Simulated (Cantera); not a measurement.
Charge: 1 mol CO, 0.38 mol H₂, 2.8 mol N₂, 0.018 mol NH₃, held at 20.0 mbar.

Cantera equilibrium calculation (NASA polynomials, part measured and part estimated; ideal gas, pure solids and liquids). Candidate condensed phases: C, C₆H₆, C₇H₈, C₈H₁₈, H₂O; 136 gas species. Kinetics and transport are ignored. All values below are at 2598 K.

Base state: N₂ 0.644, CO 0.229, H 0.0661, H₂ 0.0603, HCN 1.27e-5 (mole fractions); condensed: gas only.

**Question.** What changes in the equilibrium state with this change: H₂ from 0.38 to 3.9 mol?

**Answer.** 
```
species   before    after
-------  -------  -------
H₂        0.0603    0.382
N₂         0.644    0.333
H         0.0661    0.166
CO         0.229    0.118
H₂O      7.38e-6  2.34e-5
HCN      1.27e-5  2.38e-5
```
